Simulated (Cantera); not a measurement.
A closed system holds: 1 mol MgCO₃, 0.36 mol CO₂, 0.17 mol H₂, held at 2.40 bar.

Cantera equilibrium calculation (NASA polynomials, part measured and part estimated; ideal gas, pure solids and liquids). Candidate condensed phases: C, C₆H₆, C₇H₈, C₈H₁₈, H₂O, Mg, MgCO₃, MgO, Mg(OH)₂; 116 gas species. The numbers say what is thermodynamically allowed, not how fast it happens.

Q: Which condensed phases are stable at each of these points (T (K)): 673, 873, 1073, 1273, 1473, 1673, 1873?

A: 
| T (K) | condensed phases | Mg condensed (%) |
|---|---|---|
| 673 | C(graphite) + MgCO₃(s) | 100.0 |
| 873 | MgO(s) | 100.0 |
| 1073 | MgO(s) | 100.0 |
| 1273 | MgO(s) | 100.0 |
| 1473 | MgO(s) | 100.0 |
| 1673 | MgO(s) | 100.0 |
| 1873 | MgO(s) | 100.0 |

At 673 K the condensed part is C(graphite) + MgCO₃(s). From 873 K to 1873 K the condensed part is MgO(s).
